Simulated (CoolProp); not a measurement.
Vapour pressure (kPa) of ethylbenzene: the reference equation beside estimates from Tc = 617.1 K, pc = 3622 kPa, ω = 0.304. Clausius-Clapeyron is anchored at 364.4 K with a constant enthalpy of vaporisation of 38.39 kJ/mol.

The numbers come from the reference Helmholtz-energy equation of state, Zhou 2012 in CoolProp.

```tsv
T (K)	reference	Lee-Kesler	Clausius-Clapeyron	van der Waals	Redlich-Kwong	Soave-Redlich-Kwong	Peng-Robinson
294.8	1.053	0.9945	1.274	73.43	4.247	1.028	(withheld)
318	3.663	3.484	3.993	123.1	12.30	3.576	3.838
341.2	10.43	10.03	10.72	(withheld)	29.75	10.22	10.71
364.4	25.37	24.70	25.37	286.8	62.59	24.97	25.69
387.6	54.40	53.61	54.16	407.7	118.0	53.87	(withheld)
410.8	105.4	104.9	106.1	559.0	204.2	105.0	105.5
434	188.2	188.7	193.5	743.6	329.4	(withheld)	188.0
457.2	314.0	316.5	332.1	963.9	502.3	316.5	313.8
480.4	495.4	500.9	540.8	1222	731.3	502.2	496.3
503.5	745.2	754.3	840.5	1520	1023	759.1	749.0
```

Question: Some entries are withheld; supply them.

Answer: 
- 294.8, Peng-Robinson: 1.139
- 341.2, van der Waals: 193.0
- 387.6, Peng-Robinson: 54.66
- 434, Soave-Redlich-Kwong: 188.6

Absolute difference from the reference over all 10 rows, mean and median: Lee-Kesler 2.2 and 1.3 %, Clausius-Clapeyron 6.4 and 4.3 %, van der Waals 1474.7 and 539.9 %, Redlich-Kwong 130.2 and 105.3 %, Soave-Redlich-Kwong 1.4 and 1.5 %, Peng-Robinson 1.8 and 0.5 %.
